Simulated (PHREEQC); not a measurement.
## Silver or lead bath

Make-up at 17 °C: 2.1 mmol/kgw PbCl2 and 0.12 mmol/kgw KBr. Closed to the air; pH follows from the charge balance.

All values are PHREEQC results (ion-association model, phreeqc.dat), not measurements.

The pH comes out as 5.27. The ionic strength is 0.00604 mol/kgw.

```tsv
species	molality	activity	log γ
Cl-	0.00402	0.00370	-0.036
Pb+2	0.00191	0.00138	-0.141
PbCl+	0.000179	0.000165	-0.035
K+	0.000120	0.000111	-0.036
Br-	0.000112	0.000103	-0.036
PbBr+	7.92e-6	7.30e-6	-0.035
H+	5.76e-6	5.35e-6	-0.032
PbOH+	5.44e-6	5.01e-6	-0.035
PbCl2	1.13e-6	1.13e-6	0.001
Pb2OH+3	3.21e-7	1.54e-7	-0.318
PbCl3-	3.43e-9	3.16e-9	-0.035
OH-	1.09e-9	1.00e-9	-0.036
```

This is a speciation only: nothing precipitates in the calculation.
